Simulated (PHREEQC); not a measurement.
Make-up at 89 °C: 2.6 mmol/kgw SrCl2 and 1.1 mmol/kgw CO2. Closed to the air; pH follows from the charge balance.

All values are PHREEQC results (ion-association model, phreeqc.dat), not measurements.

| quantity | before | after |
|---|---|---|
| pH | 4.62 | 5.17 |
| HCO3- (mol/kgw) | 2.11e-5 | 6.71e-6 |
| CO3-2 (mol/kgw) | 8.87e-11 | 8.15e-11 |

Q: Which change was made?
A. SrCl2 left out
B. CO2 from 0.0011 to 0.011 mol/kgw
C. diluted 10-fold with water
D. SrCl2 from 0.0026 to 0.013 mol/kgw
E. SrCl2 from 0.0026 to 0.00286 mol/kgw

A: C, diluted 10-fold with water

Precipitation was switched off in this run. Constants without temperature data keep their 25 °C values here.
